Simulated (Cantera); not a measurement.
What does this Cantera script print?

```python
import numpy as np
import cantera as ct

gas_names = """
    H HO2 H2 H2O H2O2 O OH O2 O3 Si SiH SiH2 SiH3 SiH4 SiO SiO2 Si2 Si3
""".split()
cond_names = """
    H2O(s) H2O(L) Si(cr) Si(L) SiO2(Lqz) SiO2(hqz) SiO2(L)
""".split()


# ... load() reads the species with a 1 bar reference pressure and builds the phases ...
atoms = {
    'Si2H6': {'Si': 2, 'H': 6},
    'O3': {'O': 3},
    'H2': {'H': 2},
}
top_T = {}  # K; cautious upper limits of use, not melting points


# ... equilibrate(T, P, feed) seeds the gas with the atoms and calls Mixture.equilibrate('TP', solver="vcs", rtol=1e-11, max_steps=5000) ...
results = []
feed = {'Si2H6': 1, 'O3': 0.34, 'H2': 70}  # mol
P = 61000  # Pa
for T in [1198, 1273, 1348, 1423, 1498, 1573, 1648, 1723, 1798, 1873, 1948, 2023]:
    mix = equilibrate(T, P, feed)
    results.append((T, P, feed, dict(zip(mix.species_names, mix.species_moles))))

top = {s: max(r[3][s] / sum(r[3][g] for g in gas_names) for r in results) for s in gas_names}
cols = sorted((s for s in top if top[s] > 1e-05), key=lambda s: -top[s])[:6]
seen = [c for c in cond_names if any(r[3].get(c, 0) > 1e-12 for r in results)]
print("log10 of partial pressures in bar; condensed amounts in mol")
print(f"{'T/K':>10s}" + "".join(f"{s[:9]:>10s}" for s in cols + seen))
for T, P, feed, n in results:
    ng = sum(n[g] for g in gas_names)
    print(f"{T:10.4g}" + "".join(f"{np.log10(max(n[s] / ng * P / 1e5, 1e-99)):10.3f}" for s in cols)
          + "".join(f"{n.get(c, 0):10.4g}" for c in seen))
```

It prints:

```
log10 of partial pressures in bar; condensed amounts in mol
       T/K        H2       SiO         H      SiH2        Si       SiH    Si(cr)     Si(L) SiO2(hqz)
      1198    -0.215    -6.296    -6.828    -8.157   -11.890   -10.816      1.49         0      0.51
      1273    -0.215    -5.411    -6.254    -7.537   -10.744    -9.866      1.49         0    0.5098
      1348    -0.215    -4.628    -5.743    -6.986    -9.726    -9.024     1.489         0    0.5086
      1423    -0.215    -3.928    -5.285    -6.493    -8.816    -8.272     1.483         0    0.5029
      1498    -0.215    -3.301    -4.872    -6.051    -7.998    -7.596      1.46         0      0.48
      1573    -0.216    -2.736    -4.499    -5.651    -7.260    -6.986      1.38         0    0.3995
      1648    -0.219    -2.224    -4.160    -5.291    -6.589    -6.434     1.129         0    0.1484
      1723    -0.221    -2.076    -3.849    -4.991    -6.007    -5.960         0    0.9794         0
      1798    -0.221    -2.076    -3.564    -4.751    -5.511    -5.562         0    0.9778         0
      1873    -0.221    -2.076    -3.301    -4.530    -5.055    -5.196         0    0.9751         0
      1948    -0.221    -2.076    -3.058    -4.327    -4.634    -4.859         0    0.9701         0
      2023    -0.222    -2.076    -2.832    -4.140    -4.245    -4.548         0     0.961         0
```

These are equilibrium values from Cantera (NASA tables, ideal gas, pure condensed phases), not measurements of a reactor. The feed counts by its element totals alone. Mutual solubility and eutectic melting of coexisting phases are not modelled. The tables hold silica as quartz up to 1696 K and as liquid above; real silica turns to tridymite and cristobalite and melts near 1996 K. Gases not in the tables: Si2H6 and higher silanes.
